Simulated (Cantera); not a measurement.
A closed system holds: 1 mol PbO, 1.5 mol CO, 0.1 mol N2, equilibrated at 1302 °C and 0.100 bar.

Method: chemical equilibrium by Gibbs-energy minimisation in Cantera with the NASA 1993 tables (ideal gas, pure condensed phases). Candidate condensed phases: C, Pb, PbO, PbO2, Pb3O4; 27 gas species. Gases not in the tables: (PbO)n polymers. Rates play no part.

Base state: CO2 0.383, Pb 0.383, CO 0.194, N2 0.0385, PbO 0.00135, Pb2 0.000198 (mole fractions); condensed: gas only.

### Question
What changes in the equilibrium state with this change: temperature from 1302 °C to 952 °C?

### Answer
```json
[
 {"species": "CO2", "before": "0.383", "after": "0.619"},
 {"species": "CO", "before": "0.194", "after": "0.310"},
 {"species": "N2", "before": "0.0385", "after": "0.0619"},
 {"species": "Pb", "before": "0.383", "after": "0.00935"},
 {"species": "PbO", "before": "0.00135", "after": "1.14e-6"},
 {"species": "Pb2", "before": "0.000198", "after": "4.47e-7"},
 {"species": "Pb(l), mol", "before": "0", "after": "0.985"}
]
```
